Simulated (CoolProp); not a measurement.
A single-stage vapour-compression cycle with the fluid: evaporating at 198.15 K (dew point), condensing at 232.15 K (bubble point), superheat 5 K, subcooling 2 K, compressor efficiency 0.65, no pressure losses. The same conditions are run with several fluids, on thermodynamics alone (safety and materials aside).

The numbers come from the reference Helmholtz-energy equation of state of each fluid (hydrogen sulfide: Lemmon 2006; CH3F (R41): Lemmon 2006; hydrogen chloride: Thol 2018; fluoroethane (R161): Wu 2012; nitrous oxide: Lemmon 2006; C2F6 (R116): Lemmon 2006) in CoolProp.

```
fluid                cooling COP  pressure ratio  discharge temperature (K)  refrigerating effect (kJ/kg)  volumetric capacity (kJ/m³)
-------------------  -----------  --------------  -------------------------  ----------------------------  ---------------------------
hydrogen sulfide            3.18            5.45                      362.8                           504                          465
CH3F (R41)                  3.17            4.55                      328.1                           421                            …
hydrogen chloride           3.11            4.27                      356.9                             …                         1490
fluoroethane (R161)         3.31            6.97                      313.2                             …                          144
nitrous oxide               3.14            4.26                      322.5                           306                            …
C2F6 (R116)                 3.14            4.37                      251.0                          86.8                          887
```

**Question.** Complete the blanks.

**Answer.** 
- CH3F (R41), volumetric capacity (kJ/m³): 1080
- hydrogen chloride, refrigerating effect (kJ/kg): 383
- fluoroethane (R161), refrigerating effect (kJ/kg): 406
- nitrous oxide, volumetric capacity (kJ/m³): 1770
